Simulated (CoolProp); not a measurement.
Vapour pressure (bar) of sulfur hexafluoride: the reference equation beside estimates from Tc = 45.6 °C, pc = 37.55 bar, ω = 0.210. Clausius-Clapeyron is anchored at -22.45 °C with a constant enthalpy of vaporisation of 14.29 kJ/mol.

Computed with CoolProp (reference Helmholtz-energy equation of state, Guder 2009).

```json
[
 {"T (°C)": "-25.75", "reference": "5.701", "Clausius-Clapeyron": "5.809", "van der Waals": "12.50", "Soave-Redlich-Kwong": "5.817"},
 {"T (°C)": "-22.45", "reference": "6.365", "Clausius-Clapeyron": "6.365", "van der Waals": "13.31", "Soave-Redlich-Kwong": "6.495"},
 {"T (°C)": "-19.05", "reference": "7.108", "Clausius-Clapeyron": "6.977", "van der Waals": "14.17", "Soave-Redlich-Kwong": "7.254"},
 {"T (°C)": "-15.75", "reference": "7.888", "Clausius-Clapeyron": "7.609", "van der Waals": "15.04", "Soave-Redlich-Kwong": "8.051"},
 {"T (°C)": "-12.35", "reference": "8.757", "Clausius-Clapeyron": "8.301", "van der Waals": "15.97", "Soave-Redlich-Kwong": "8.938"},
 {"T (°C)": "-9.05", "reference": "9.666", "Clausius-Clapeyron": "9.013", "van der Waals": "16.90", "Soave-Redlich-Kwong": "9.866"},
 {"T (°C)": "-5.65", "reference": "10.67", "Clausius-Clapeyron": "9.790", "van der Waals": "17.90", "Soave-Redlich-Kwong": "10.89"},
 {"T (°C)": "-2.35", "reference": "11.72", "Clausius-Clapeyron": "10.59", "van der Waals": "18.91", "Soave-Redlich-Kwong": "11.97"},
 {"T (°C)": "0.95", "reference": "12.85", "Clausius-Clapeyron": "11.43", "van der Waals": "19.95", "Soave-Redlich-Kwong": "13.11"},
 {"T (°C)": "4.35", "reference": "14.09", "Clausius-Clapeyron": "12.34", "van der Waals": "21.06", "Soave-Redlich-Kwong": "14.37"}
]
```

Absolute difference from the reference over all 10 rows, mean and median: Clausius-Clapeyron 6.1 and 6.0 %, van der Waals 80.9 and 78.6 %, Soave-Redlich-Kwong 2.1 and 2.1 %.
